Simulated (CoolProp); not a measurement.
Properties of 1-butene along the isotherm 525 K (Tc = 419.3 K, pc = 4.006 MPa, ω = 0.192).

The numbers come from the reference Helmholtz-energy equation of state, Lemmon 2005 in CoolProp. It is a short technical equation, of lower accuracy than the large ones.

```
p (MPa)          phase  cp (kJ/(kg K))  cv (kJ/(kg K))  speed of sound (m/s)  expansivity (1/kK)
-------  -------------  --------------  --------------  --------------------  ------------------
0.019              gas           2.389           2.240                 287.8               1.910
0.036              gas           2.390           2.240                 287.6               1.915
0.0683             gas           2.391           2.241                 287.3               1.923
0.129              gas           2.394           2.241                 286.7               1.940
0.245              gas           2.398           2.243                 285.5               1.972
0.465              gas           2.408           2.245                 283.3               2.036
0.882              gas           2.427           2.250                 279.0               2.165
1.67               gas           2.469           2.259                 271.0               2.440
3.17               gas           2.571           2.277                 255.8               3.104
6.01     supercritical           2.871           2.314                 232.3               4.936
```
